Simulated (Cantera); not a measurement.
A Cantera script and what it prints.

```python
import numpy as np
import cantera as ct

gas_names = """
    C CH CH2 CH3 CH2OH CH3O CH4 CH3OH CO CO2 COOH C2 C2H CHCO,ketyl C2H2,acetylene C2H2,vinylidene
    CH2CO,ketene C2H3,vinyl CH3CO,acetyl C2H4 C2H4O,ethylen CH3CHO,ethanal CH3COOH (HCOOH)2 C2H5 C2H6
    CH3OCH3 C2H5OH C2O C3 C3H3,propargyl C3H4,allene C3H4,propyne C3H4,cyclo- C3H5,allyl C3H6,propylene
    C3H6,cyclo- C3H6O C3H7,n-propyl C3H7,i-propyl C3H8 C3H8O,1propanol C3H8O,2propanol C3O2 C4 C4H2
    C4H4,1,3-cyclo- C4H6,butadiene C4H6,2-butyne C4H6,cyclo- C4H8,1-butene C4H8,cis2-buten
    C4H8,tr2-butene C4H8,isobutene C4H8,cyclo- (CH3COOH)2 C4H9,n-butyl C4H9,i-butyl C4H9,s-butyl
    C4H9,t-butyl C4H10,isobutane C4H10,n-butane C5 C5H6,1,3cyclo- C5H8,cyclo- C5H10,1-pentene
    C5H10,cyclo- C5H11,pentyl C5H11,t-pentyl C5H12,n-pentane C5H12,i-pentane CH3C(CH3)2CH3 C6H2
    C6H5,phenyl C6H5O,phenoxy C6H6 C6H5OH,phenol C6H10,cyclo- C6H12,1-hexene C6H12,cyclo- C6H13,n-hexyl
    C7H7,benzyl C7H8 C7H8O,cresol C7H14,1-heptene C7H15,n-heptyl C7H16,n-heptane C8H8,styrene
    C8H10,ethylbenz C8H16,1-octene C8H17,n-octyl C8H18,isooctane C8H18,n-octane C9H19,n-nonyl
    C10H8,naphthale C10H21,n-decyl C12H9,o-bipheny C12H10,bipheny Fe FeC5O5 FeO Fe(OH)2 H HCO HO2 H2
    HCHO,formaldehy HCOOH H2O H2O2 O OH O2 O3
""".split()
cond_names = """
    C(gr) C6H6(L) C7H8(L) C8H18(L),n-octa Fe(a) Fe(c) Fe(d) Fe(L) FeC5O5(L) FeO(s) FeO(L) Fe(OH)2(s)
    Fe(OH)3(s) Fe2O3(s) Fe3O4(s) H2O(s) H2O(L)
""".split()


def load(file, names, dense=False):
    # The tables refer to 1 bar. Condensed volumes are neglected.
    table = {s.name: s for s in ct.Species.list_from_file(file)}
    out = []
    for n in names:
        d = dict(table[n].input_data)
        d["thermo"] = dict(d["thermo"], **{"reference-pressure": 1e5})
        if dense:
            d["equation-of-state"] = {"model": "constant-volume", "density": "1e6 g/cm^3"}
        out.append(ct.Species.from_dict(d))
    return out


gas = ct.Solution(thermo="ideal-gas", species=load("nasa_gas.yaml", gas_names))
cond = {s.name: ct.Solution(thermo="fixed-stoichiometry", species=[s], name=s.name)
        for s in load("nasa_condensed.yaml", cond_names, dense=True)}
atoms = {
    'Fe2O3': {'Fe': 2, 'O': 3},
    'CH4': {'C': 1, 'H': 4},
    'CO': {'C': 1, 'O': 1},
}
top_T = {'C(gr)': 4500, 'Fe2O3(s)': 1830, 'Fe3O4(s)': 1870}  # K; cautious upper limits of use, not melting points


def equilibrate(T, P, feed):
    n = {}
    for name, mol in feed.items():
        for a, k in atoms[name].items():
            n[a] = n.get(a, 0.0) + k * mol
    gas.TPX = T, P, n
    mass = sum(n.values()) * gas.mean_molecular_weight
    gas.equilibrate("TP")
    valid = [c for c in cond.values() if c.min_temp <= T <= top_T.get(c.name, c.max_temp)]
    mix = ct.Mixture([(gas, mass / gas.mean_molecular_weight)] + [(c, 0.0) for c in valid])
    mix.T, mix.P = T, P
    mix.equilibrate("TP", solver="vcs", rtol=1e-11, max_steps=5000)
    return mix


results = []
T = 2073  # K
P = 101325  # Pa
for m in [0.43, 0.67, 0.91, 1.1, 1.4, 1.6, 1.9, 2.1]:
    feed = {'Fe2O3': 1, 'CH4': m, 'CO': 0.83}  # mol
    mix = equilibrate(T, P, feed)
    results.append((T, P, feed, dict(zip(mix.species_names, mix.species_moles))))

top = {s: max(r[3][s] / sum(r[3][g] for g in gas_names) for r in results) for s in gas_names}
cols = sorted((s for s in top if top[s] > 0.001), key=lambda s: -top[s])[:5]
seen = [c for c in cond_names if any(r[3].get(c, 0) > 1e-12 for r in results)]
print("log10 of partial pressures in bar; condensed amounts in mol")
print(f"{'n(CH4)':>10s}" + "".join(f"{s[:9]:>10s}" for s in cols + seen))
for T, P, feed, n in results:
    ng = sum(n[g] for g in gas_names)
    print(f"{feed['CH4']:10.4g}" + "".join(f"{np.log10(max(n[s] / ng * P / 1e5, 1e-99)):10.3f}" for s in cols)
          + "".join(f"{n.get(c, 0):10.4g}" for c in seen))
```

It prints:

```
log10 of partial pressures in bar; condensed amounts in mol
    n(CH4)        CO        H2       H2O       CO2         H     Fe(L)    FeO(L)
      0.43    -0.289    -0.648    -0.733    -1.059    -2.904         0     1.999
      0.67    -0.313    -0.490    -0.815    -1.322    -2.825     0.232     1.766
      0.91    -0.346    -0.456    -0.780    -1.356    -2.808     0.647      1.35
       1.1    -0.366    -0.438    -0.762    -1.376    -2.799    0.9756     1.021
       1.4    -0.389    -0.419    -0.743    -1.398    -2.789     1.494     0.501
       1.6    -0.400    -0.410    -0.734    -1.410    -2.785      1.84    0.1545
       1.9    -0.402    -0.353    -0.842    -1.577    -2.756     1.994         0
       2.1    -0.401    -0.314    -0.962    -1.735    -2.737     1.994         0
```

Method: chemical equilibrium by Gibbs-energy minimisation in Cantera with the NASA 1993 tables (ideal gas, pure condensed phases). Each liquid is taken as pure. Mutual solubility and eutectic melting of coexisting phases are not modelled. The tables' stoichiometric FeO is somewhat more stable than real wüstite, so its field is too wide. FeO: taken at fixed stoichiometry.
